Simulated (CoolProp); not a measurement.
A simple Rankine cycle with water: condensing at 300.15 K, boiler at 0.607 MPa, turbine inlet 437.4 K, turbine efficiency 0.65, pump efficiency 0.7, no recuperator. Each further row changes one setting.

Model: reference Helmholtz-energy equation of state, Wagner 2002, in CoolProp.

```
case                             thermal efficiency (%)  net work (kJ/kg)  heat in (kJ/kg)  turbine exit temperature (K)  volume ratio over the turbine
-------------------------------  ----------------------  ----------------  ---------------  ----------------------------  -----------------------------
as stated                                          18.0               479             2650                         300.2                            ___
turbine inlet 457.4 K                              18.1               489             2700                         300.2                            105
condensing temperature 292.15 K                    19.1               512             2690                         292.1                            ___
boiler pressure 0.425 MPa                          16.9               451              ___                         300.2                           76.7
turbine efficiency 0.55                            15.3               405             2650                         300.2                            113
```

Problem. Fill in the missing entries.

Solution. 
- as stated, volume ratio over the turbine: 109
- condensing temperature 292.15 K, volume ratio over the turbine: 171
- boiler pressure 0.425 MPa, heat in (kJ/kg): 2670

The expansion ends wet for: as stated; turbine inlet 457.4 K; condensing temperature 292.15 K; boiler pressure 0.425 MPa; turbine efficiency 0.55.
